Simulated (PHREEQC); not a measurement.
A solution holds 0.0016 mol/kgw PbCl2, at 5 °C. Closed to the air; pH follows from the charge balance.

Model: ion-association model, phreeqc.dat, run in PHREEQC.

Problem. The ionic strength comes out as 0.00463 mol/kgw. What activity coefficients do Cl-, PbOH+, H+, Pb+2, PbCl+ get?

Solution. Cl- 0.93, PbOH+ 0.93, H+ 0.94, Pb+2 0.75, PbCl+ 0.93.

No solid was allowed to form. At this temperature some constants are extrapolated from 25 °C, and those without enthalpy data are left unchanged.
